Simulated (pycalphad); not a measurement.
Effect of C content in Si-C

Source of the numbers: pycalphad with the COST 507 light-alloy database (1999); pressure 1 atm. The data set is of 1999 and partly superseded. Phase fractions are per mole of atoms. Diffusion is slow at the low end, where real alloys seldom reach equilibrium.

```tsv
alloy	liquidus (K)	first solid	solidus (K)	phases at 640 K
Si-0.45C (at.%)	2322	CSI	1687	DIAMOND_A4 0.99, CSI 0.01
Si-0.91C (at.%)	2447	CSI	1687	DIAMOND_A4 0.98, CSI 0.02
Si-1.36C (at.%)	2524	CSI	1687	DIAMOND_A4 0.97, CSI 0.03
Si-1.81C (at.%)	2581	CSI	1687	DIAMOND_A4 0.96, CSI 0.04
```

Database names, with the compositions (at.%) that they take in these runs: CSI: Si 50 C 50. DIAMOND_A4 is diamond (Si).
